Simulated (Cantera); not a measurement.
A Cantera script and what it prints.

```python
import numpy as np
import cantera as ct

gas_names = """
    AL ALH ALO ALOH ALO2 ALO2H AL2 AL2O AL2O2 H HALO HO2 H2 H2O H2O2 O OH O2 O3
""".split()
cond_names = """
    AL(cr) AL(L) AL2O3(a) AL2O3(L) H2O(s) H2O(L)
""".split()


def load(file, names, dense=False):
    # The tables refer to 1 bar. Condensed volumes are neglected.
    table = {s.name: s for s in ct.Species.list_from_file(file)}
    out = []
    for n in names:
        d = dict(table[n].input_data)
        d["thermo"] = dict(d["thermo"], **{"reference-pressure": 1e5})
        if dense:
            d["equation-of-state"] = {"model": "constant-volume", "density": "1e6 g/cm^3"}
        out.append(ct.Species.from_dict(d))
    return out


gas = ct.Solution(thermo="ideal-gas", species=load("nasa_gas.yaml", gas_names))
cond = {s.name: ct.Solution(thermo="fixed-stoichiometry", species=[s], name=s.name)
        for s in load("nasa_condensed.yaml", cond_names, dense=True)}
atoms = {
    'Al2O3': {'AL': 2, 'O': 3},
    'H2O': {'H': 2, 'O': 1},
}
top_T = {}  # K; cautious upper limits of use, not melting points


def equilibrate(T, P, feed):
    n = {}
    for name, mol in feed.items():
        for a, k in atoms[name].items():
            n[a] = n.get(a, 0.0) + k * mol
    gas.TPX = T, P, n
    mass = sum(n.values()) * gas.mean_molecular_weight
    gas.equilibrate("TP")
    valid = [c for c in cond.values() if c.min_temp <= T <= top_T.get(c.name, c.max_temp)]
    mix = ct.Mixture([(gas, mass / gas.mean_molecular_weight)] + [(c, 0.0) for c in valid])
    mix.T, mix.P = T, P
    mix.equilibrate("TP", solver="vcs", rtol=1e-11, max_steps=5000)
    return mix


results = []
feed = {'Al2O3': 1, 'H2O': 3.3}  # mol
P = 100000  # Pa
for T in [1498, 1598, 1698, 1798, 1898, 1998, 2098, 2198, 2298]:
    mix = equilibrate(T, P, feed)
    results.append((T, P, feed, dict(zip(mix.species_names, mix.species_moles))))

top = {s: max(r[3][s] / sum(r[3][g] for g in gas_names) for r in results) for s in gas_names}
cols = sorted((s for s in top if top[s] > 0.001), key=lambda s: -top[s])[:7]
seen = [c for c in cond_names if any(r[3].get(c, 0) > 1e-12 for r in results)]
print("log10 of partial pressures in bar; condensed amounts in mol")
print(f"{'T/K':>10s}" + "".join(f"{s[:9]:>10s}" for s in cols + seen))
for T, P, feed, n in results:
    ng = sum(n[g] for g in gas_names)
    print(f"{T:10.4g}" + "".join(f"{np.log10(max(n[s] / ng * P / 1e5, 1e-99)):10.3f}" for s in cols)
          + "".join(f"{n.get(c, 0):10.4g}" for c in seen))
```

Output:

```
log10 of partial pressures in bar; condensed amounts in mol
       T/K       H2O        H2        OH        O2         H  AL2O3(a)
      1498    -0.000    -3.709    -4.458    -4.051    -6.620         1
      1598    -0.000    -3.343    -4.013    -3.692    -5.945         1
      1698    -0.001    -3.018    -3.620    -3.377    -5.349         1
      1798    -0.001    -2.730    -3.272    -3.097    -4.818         1
      1898    -0.003    -2.471    -2.961    -2.847    -4.343         1
      1998    -0.005    -2.239    -2.682    -2.624    -3.914         1
      2098    -0.008    -2.029    -2.430    -2.423    -3.526         1
      2198    -0.012    -1.840    -2.203    -2.242    -3.174         1
      2298    -0.019    -1.668    -1.997    -2.078    -2.853         1
```

Cantera equilibrium calculation (NASA polynomials, part measured and part estimated; ideal gas, pure solids and liquids). Gases not in the tables: Al(OH)3.
